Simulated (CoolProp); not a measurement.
200 sccm (0 °C, 1 atm) of nitrogen bubbles through liquid hexamethyldisiloxane (MM) at 282.3 K and leaves saturated at a total pressure of 0.0388 MPa (ideal gas phase). Each further row changes one setting.

Values from CoolProp's reference Helmholtz-energy equation of state, Thol 2016.

| case | vapour pressure (kPa) | mole fraction of vapour | delivery (mg/min) | delivery (sccm) | change of delivery for a bath 1 K warmer (%) |
|---|---|---|---|---|---|
| as stated | 2.36 | ? | 93.8 | 12.9 | ? |
| bath temperature 287.3 K | ? | ? | 127 | 17.6 | 6.2 |
| total pressure 0.0776 MPa | 2.36 | 0.0304 | 45.4 | 6.27 | 6.2 |

Question: Some entries are withheld; supply them.

Answer: 
- as stated, mole fraction of vapour: 0.0608
- as stated, change of delivery for a bath 1 K warmer (%): 6.4
- bath temperature 287.3 K, vapour pressure (kPa): 3.13
- bath temperature 287.3 K, mole fraction of vapour: 0.0808
